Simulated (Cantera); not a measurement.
Low-pressure radical oxidation in H2/O2

An isothermal, constant-pressure homogeneous reactor starts with 0.920 % H₂, 97.9 % O₂, 1.17 % H₂O, at 1000 K and 0.00100 bar.

Computed with Cantera and the H2/O2 subset of GRI-Mech 3.0, which has no nitrogen chemistry. Radical loss at walls, strong at low pressure, is not modelled.

```
t (s)        x H₂   x O₂    x H₂O₂      x OH       x O
--------  -------  -----  --------  --------  --------
0.000300  0.00920  0.979    <1e-12    <1e-12    <1e-12
0.00106   0.00920  0.979    <1e-12  1.69e-12  1.74e-12
0.00374   0.00920  0.979    <1e-12  1.35e-11  1.52e-11
0.0132    0.00920  0.979    <1e-12  8.19e-11  1.18e-10
0.0466    0.00920  0.979    <1e-12   1.20e-9   2.16e-9
0.164     0.00919  0.979  1.76e-12   3.33e-6   6.15e-6
0.580     9.20e-5  0.971   2.81e-9  0.000524   0.00693
2.05      6.92e-5  0.973   2.71e-9  0.000463   0.00570
7.22      3.81e-5  0.976   2.76e-9  0.000344   0.00311
25.5      9.71e-6  0.978   2.57e-9  0.000174  0.000789
90.0      1.24e-6  0.979   1.74e-9   6.26e-5  0.000102
```
x: mole fraction; the columns are a selection and need not sum to one.

Equilibrium at this temperature and pressure: H₂ 5.92e-11, O₂ 0.979, H₂O₂ 1.85e-12, OH 4.37e-7, O 4.95e-9 (gas phase only).
